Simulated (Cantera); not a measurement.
# Ignition delay

Mixture: C3H8 : O2 : N2 = 1 : 12.2 : 45.9 (molar parts), at 0.480 bar, adiabatic and at constant pressure. Ignition delay is the time to a rise of 400 K.

Detailed kinetics in Cantera: GRI-Mech 3.0 (53 species, 325 reactions). GRI-Mech 3.0 was tuned for natural gas; its chemistry of propane as a main component is partial and can be far from experiment. Where the delays flatten at high temperature, the 400 K rule measures the pace of heat release, not the induction time.

| T0 (K) | delay (ms) |
|---|---|
| 1273 | 1.91 |
| 1373 | 0.437 |
| 1473 | 0.154 |
| 1573 | 0.0773 |
| 1673 | 0.0638 |
| 1773 | 0.0768 |
| 1873 | 0.107 |
